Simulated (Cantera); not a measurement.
A diamond (100) surface in a fixed gas of H2 with x(CH4) = 0.0032, x(CH3) = 2e-05, at 1223 K, 60.8 Torr; coverages are run to steady state.

Detailed kinetics in Cantera: the Harris–Goodwin 1993 mechanism for the reconstructed diamond (100) surface.

θ: site fractions in the mechanism's names (c6HH fully hydrogenated, c6H* and c6*H radical sites, c6** diradical, c6HM methylated).

| x(H) | growth (µm/h) | θ c6HH | θ c6H* | θ c6*H | θ c6** | θ c6HM |
|---|---|---|---|---|---|---|
| 0.0001 | 0.0242 | 0.627 | 0.0277 | 0.340 | 0.00490 | 0.000176 |
| 0.00021 | 0.0579 | 0.543 | 0.0336 | 0.412 | 0.0102 | 0.000231 |
| 0.00042 | 0.110 | 0.491 | 0.0371 | 0.455 | 0.0165 | 0.000276 |
| 0.00087 | 0.194 | 0.458 | 0.0392 | 0.479 | 0.0231 | 0.000306 |
| 0.0018 | (withheld) | 0.440 | 0.0402 | 0.491 | (withheld) | 0.000312 |
| 0.0037 | (withheld) | 0.430 | 0.0406 | 0.497 | 0.0313 | 0.000288 |
| 0.0076 | 0.794 | 0.426 | 0.0409 | 0.500 | 0.0330 | 0.000238 |
| 0.016 | 1.13 | 0.424 | 0.0412 | 0.501 | 0.0340 | 0.000170 |
| 0.032 | 1.41 | 0.422 | 0.0415 | 0.501 | 0.0346 | 0.000109 |

Task: What belongs in the gaps?

Result: 
- 0.0018, growth (µm/h): 0.323
- 0.0018, θ c6**: 0.0281
- 0.0037, growth (µm/h): 0.519
